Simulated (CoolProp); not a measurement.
A Linde-Hampson liquefier for oxygen: isothermal reversible compression at 280 K from 1 atm to 25 MPa, throttling to 1 atm, return gas leaving the recuperator 10 K below the feed. Each further row changes one setting.

Model: reference Helmholtz-energy equation of state, Schmidt 1985, in CoolProp.

| case | liquid yield per pass | compression work (kJ/kg of gas) |
|---|---|---|
| as stated | … | 390 |
| high pressure 50 MPa | … | … |
| warm-end temperature 310 K | … | … |
| warm-end gap 15 K | … | 390 |

Q: Fill in the missing entries.

A: 
- as stated, liquid yield per pass: 0.129
- high pressure 50 MPa, liquid yield per pass: 0.173
- high pressure 50 MPa, compression work (kJ/kg of gas): 441
- warm-end temperature 310 K, liquid yield per pass: 0.092
- warm-end temperature 310 K, compression work (kJ/kg of gas): 437
- warm-end gap 15 K, liquid yield per pass: 0.118

Above 300 K oxygen's equation is extrapolated.
